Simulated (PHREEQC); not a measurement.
A solution holds 16.5 mmol/kgw KHSO4, at 80 °C. Closed to the air; pH follows from the charge balance.

Computed with PHREEQC (ion-association model, phreeqc.dat).

Precipitation was switched off in this run.

Estimate the pH, ionic strength.

pH 2.21; ionic strength 0.0293 mol/kgw.

In which forms is S present?

HSO4- 57 %, SO4-2 39 %, KSO4- 4.7 % of the S.

Away from 25 °C the constants follow the database's enthalpies or fits; those with neither stay at their 25 °C values.
